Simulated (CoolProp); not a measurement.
Vapour-liquid equilibrium of n-hexane (1) + o-xylene (2) at 425.5 K; x and y are mole fractions of (1).

Model: multi-fluid Helmholtz-energy mixture model, Thol 2019 and Zhou 2012; pair parameters Bell 2016, in CoolProp.

Task: Give the bubble pressure and the first vapour's composition at x = 0.2, 0.725, 0.95. Is there an azeotrope?

Result: x = 0.2: 0.2661 MPa, y = 0.599; x = 0.725: 0.6011 MPa, y = 0.920; x = 0.95: 0.7519 MPa, y = 0.986. No azeotrope shows between x = 0.05 and 0.95.

The pair parameters rest on a limited set of measurements; away from them the model extrapolates. The gap from Raoult's law changes sign with composition, which may be real or a fault of the pair parameters; it wasn't checked against measurements.
